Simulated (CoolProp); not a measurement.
Vapour-liquid equilibrium of m-xylene (1) + n-decane (2) at 466.9 K; x and y are mole fractions of (1).

Values from CoolProp's multi-fluid Helmholtz-energy mixture model, Zhou 2012 and Lemmon 2006; pair parameters Bell 2016.

```json
[
 {"x": "0.05", "bubble pressure, mixture model (kPa)": "173.2", "bubble pressure, Raoult's law (kPa)": "172.7", "y, mixture model": "0.102", "y, Raoult's law": "0.105"},
 {"x": "0.125", "bubble pressure, mixture model (kPa)": "188.5", "bubble pressure, Raoult's law (kPa)": "187.6", "y, mixture model": "0.232", "y, Raoult's law": "0.241"},
 {"x": "0.2", "bubble pressure, mixture model (kPa)": "203.5", "bubble pressure, Raoult's law (kPa)": "202.5", "y, mixture model": "0.343", "y, Raoult's law": "0.357"},
 {"x": "0.275", "bubble pressure, mixture model (kPa)": "218.3", "bubble pressure, Raoult's law (kPa)": "217.4", "y, mixture model": "0.439", "y, Raoult's law": "0.457"},
 {"x": "0.35", "bubble pressure, mixture model (kPa)": "232.9", "bubble pressure, Raoult's law (kPa)": "232.3", "y, mixture model": "0.524", "y, Raoult's law": "0.545"},
 {"x": "0.425", "bubble pressure, mixture model (kPa)": "247.4", "bubble pressure, Raoult's law (kPa)": "247.2", "y, mixture model": "0.600", "y, Raoult's law": "0.621"},
 {"x": "0.5", "bubble pressure, mixture model (kPa)": "262.0", "bubble pressure, Raoult's law (kPa)": "262.1", "y, mixture model": "0.668", "y, Raoult's law": "0.690"},
 {"x": "0.575", "bubble pressure, mixture model (kPa)": "276.5", "bubble pressure, Raoult's law (kPa)": "277.0", "y, mixture model": "0.730", "y, Raoult's law": "0.750"},
 {"x": "0.65", "bubble pressure, mixture model (kPa)": "291.2", "bubble pressure, Raoult's law (kPa)": "291.9", "y, mixture model": "0.787", "y, Raoult's law": "0.805"},
 {"x": "0.725", "bubble pressure, mixture model (kPa)": "306.0", "bubble pressure, Raoult's law (kPa)": "306.8", "y, mixture model": "0.840", "y, Raoult's law": "0.854"},
 {"x": "0.8", "bubble pressure, mixture model (kPa)": "320.9", "bubble pressure, Raoult's law (kPa)": "321.7", "y, mixture model": "0.888", "y, Raoult's law": "0.899"},
 {"x": "0.875", "bubble pressure, mixture model (kPa)": "336.0", "bubble pressure, Raoult's law (kPa)": "336.6", "y, mixture model": "0.933", "y, Raoult's law": "0.940"},
 {"x": "0.95", "bubble pressure, mixture model (kPa)": "351.2", "bubble pressure, Raoult's law (kPa)": "351.5", "y, mixture model": "0.974", "y, Raoult's law": "0.977"}
]
```

The largest gap from Raoult's law is +0.5 % in bubble pressure, at x = 0.2. No azeotrope shows between x = 0.05 and 0.95.

Pair parameters are fitted to limited data, so mixtures are less certain than the pure fluids.
